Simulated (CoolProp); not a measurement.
The numbers come from the reference Helmholtz-energy equation of state, Span 2000 in CoolProp.

Give the vapour pressure (kPa), enthalpy of vaporisation (kJ/kg), liquid cp (kJ/(kg K)), surface tension (mN/m) of saturated nitrogen at 106.4 K.


```json
[
 {"T (K)": "106.4", "p (kPa)": "1180", "enthalpy of vaporisation (kJ/kg)": "145", "liquid cp (kJ/(kg K))": "2.54", "surface tension (mN/m)": "2.88"}
]
```

Surface tension comes from a separate correlation (Mulero 2012).
